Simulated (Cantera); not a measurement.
Input: 1 mol MgO, a varied amount of HF, 1.8 mol H2, held at 475 °C and 133 Pa.

These are equilibrium values from Cantera (NASA tables, ideal gas, pure condensed phases), not measurements of a reactor. Candidate condensed phases: H2O, Mg, MgF2, MgO, Mg(OH)2; 31 gas species. Equilibrium is a limit: real reactors are often held back by kinetics, nucleation or transport.

Question: At 7.5 mol HF, list the 3 most abundant gas species with their mole fractions, and the condensed phases.

Answer: HF 0.663, H2 0.217, H2O 0.120. Condensed: MgF2(s).
